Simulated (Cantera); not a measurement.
Cantera with NASA thermochemical tables; ideal gases at 1 bar, condensed phases pure. Values are per mole of reaction as written; species without (g) are pure solids or liquids, kept so even where they would boil at 1 bar.

H2(g) + 2 Nb2O5 = 4 NbO2(g) + 2 OH(g)

```csv
T (K),ΔH° (kJ),ΔS° (J/K),ΔG° (kJ),log10 K
1898,[?],[?],[?],[?]
1998,[?],[?],[?],[?]
2098,[?],[?],[?],[?]
2198,2641.3,737.0,1021.3,-24.27
2298,[?],[?],[?],[?]
2398,2597.9,718.1,875.8,-19.08
```

Problem. Some entries are withheld; supply them.

Solution. 
- 1898, ΔH° (kJ): 2706.9
- 1898, ΔS° (J/K): 769.1
- 1898, ΔG° (kJ): 1247.1
- 1898, log10 K: -34.32
- 1998, ΔH° (kJ): 2685.0
- 1998, ΔS° (J/K): 757.9
- 1998, ΔG° (kJ): 1170.8
- 1998, log10 K: -30.61
- 2098, ΔH° (kJ): 2663.2
- 2098, ΔS° (J/K): 747.2
- 2098, ΔG° (kJ): 1095.5
- 2098, log10 K: -27.28
- 2298, ΔH° (kJ): 2619.6
- 2298, ΔS° (J/K): 727.4
- 2298, ΔG° (kJ): 948.1
- 2298, log10 K: -21.55
